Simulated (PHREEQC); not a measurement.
## Sulfide liquor: an equilibrium model

Consider water at 20 °C with 0.038 mol NaHS, 0.0022 mol NaOH and 0.00016 mol ZnCl2 per kg of water. It is in equilibrium with CO2 at log p = -3.4 (atm). Otherwise closed; pH follows from the charge balance.

Equilibrium calculation in PHREEQC: ion-association model, wateq4f.dat.

```yaml
pH: 8.56
ionic_strength: 0.0402 mol/kgw
total_alkalinity: 40.2 meq/kg
```

```json
[
 {"species": "Na+", "molality": "0.0401", "activity": "0.0336", "log γ": "-0.077"},
 {"species": "HS-", "molality": "0.0368", "activity": "0.0304", "log γ": "-0.082"},
 {"species": "HCO3-", "molality": "0.00281", "activity": "0.00236", "log γ": "-0.075"},
 {"species": "H2S", "molality": "0.000844", "activity": "0.000852", "log γ": "0.004"},
 {"species": "Cl-", "molality": "0.000320", "activity": "0.000265", "log γ": "-0.082"},
 {"species": "Zn(HS)2", "molality": "0.000105", "activity": "0.000105", "log γ": "0.004"}
]
```

No solid was allowed to form. The solution is supersaturated, for example in ZnS(a), Sphalerite (slow to form), so a real one may precipitate; this is no full list. The polysulfide entries of wateq4f.dat were taken out for this run.
